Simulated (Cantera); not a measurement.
Cantera run:

```python
import numpy as np
import cantera as ct

gas_names = [...]  # 76 gases of nasa_gas.yaml made of C, H
cond_names = """
    C(gr) C6H6(L) C7H8(L) C8H18(L),n-octa
""".split()


# ... load() reads the species with a 1 bar reference pressure and builds the phases ...
atoms = {
    'CH4': {'C': 1, 'H': 4},
    'H2': {'H': 2},
}
top_T = {'C(gr)': 4500}  # K; cautious upper limits of use, not melting points


# ... equilibrate(T, P, feed) seeds the gas with the atoms and calls Mixture.equilibrate('TP', solver="vcs", rtol=1e-11, max_steps=5000) ...
results = []
feed = {'CH4': 1, 'H2': 1.9}  # mol
T = 2275  # K
for P in [10, 46, 220, 1000, 4600, 22000, 100000, 460000, 2200000, 10000000]:
    mix = equilibrate(T, P, feed)
    results.append((T, P, feed, dict(zip(mix.species_names, mix.species_moles))))

top = {s: max(r[3][s] / sum(r[3][g] for g in gas_names) for r in results) for s in gas_names}
cols = sorted((s for s in top if top[s] > 0.0001), key=lambda s: -top[s])[:6]
seen = [c for c in cond_names if any(r[3].get(c, 0) > 1e-12 for r in results)]
print("log10 of partial pressures in bar; condensed amounts in mol")
print(f"{'P/Pa':>10s}" + "".join(f"{s[:9]:>10s}" for s in cols + seen))
for T, P, feed, n in results:
    ng = sum(n[g] for g in gas_names)
    print(f"{P:10.4g}" + "".join(f"{np.log10(max(n[s] / ng * P / 1e5, 1e-99)):10.3f}" for s in cols)
          + "".join(f"{n.get(c, 0):10.4g}" for c in seen))
```

Output:

```
log10 of partial pressures in bar; condensed amounts in mol
      P/Pa        H2         H       CH4 C2H2,acet      C2H4       CH3     C(gr)
        10    -4.360    -4.251   -12.367    -6.779   -13.896   -10.982    0.9788
        46    -3.509    -3.826   -10.667    -5.929   -12.195    -9.707    0.9752
       220    -2.738    -3.440    -9.123    -5.157   -10.652    -8.549    0.9727
      1000    -2.038    -3.090    -7.725    -4.458    -9.253    -7.501    0.9714
      4600    -1.356    -2.749    -6.360    -3.775    -7.889    -6.477    0.9708
   2.2e+04    -0.667    -2.405    -4.982    -3.086    -6.511    -5.444    0.9703
     1e+05    -0.005    -2.074    -3.659    -2.425    -5.187    -4.451    0.9694
   4.6e+05     0.659    -1.742    -2.330    -1.760    -3.859    -3.455    0.9659
   2.2e+06     1.338    -1.402    -0.972    -1.081    -2.501    -2.436    0.9499
     1e+07     1.988    -1.077     0.328    -0.431    -1.200    -1.461    0.8837
```

These are equilibrium values from Cantera (NASA tables, ideal gas, pure condensed phases), not measurements of a reactor. The ideal-gas law is rough above about 30 bar.
